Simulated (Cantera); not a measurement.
Charge: 1 mol V2O5, 530 mol H2, 1.1 mol N2, equilibrated at 1898 K and 18.8 Torr.

These are equilibrium values from Cantera (NASA tables, ideal gas, pure condensed phases), not measurements of a reactor. Candidate condensed phases: H2O, V, VN, VO, V2O3, V2O4, V2O5; 28 gas species. VO: taken at fixed stoichiometry. The numbers say what is thermodynamically allowed, not how fast it happens.

Base state: H2 0.987, H2O 0.00561, H 0.00491, N2 0.00207, VO2 2.72e-5, VO 1.46e-5 (mole fractions); condensed: VO(s).

Question: What changes in the equilibrium state with this change: pressure from 18.8 Torr to 0.158 Torr?

Answer: 
```json
[
 {"species": "H2", "before": "0.987", "after": "0.938"},
 {"species": "H", "before": "0.00491", "after": "0.0523"},
 {"species": "H2O", "before": "0.00561", "after": "0.00359"},
 {"species": "VO2", "before": "2.72e-5", "after": "0.00197"},
 {"species": "V", "before": "6.42e-7", "after": "0.000103"},
 {"species": "VO", "before": "1.46e-5", "after": "0.00158"},
 {"species": "OH", "before": "2.28e-6", "after": "1.64e-5"},
 {"species": "VO(s), mol", "before": "1.98", "after": "0"}
]
```

Question: What changes in the equilibrium state with this change: temperature from 1898 K to 2200 K?

Answer: 
```csv
species,before,after
H2,0.987,0.956
H,0.00491,0.0348
H2O,0.00561,0.00499
VO,1.46e-5,0.00104
V,6.42e-7,0.000179
VO2,2.72e-5,0.000706
OH,2.28e-6,2.53e-5
N2,0.00207,0.00203
"VO(s), mol",1.98,0
"VO(l), mol",0,0.956
```
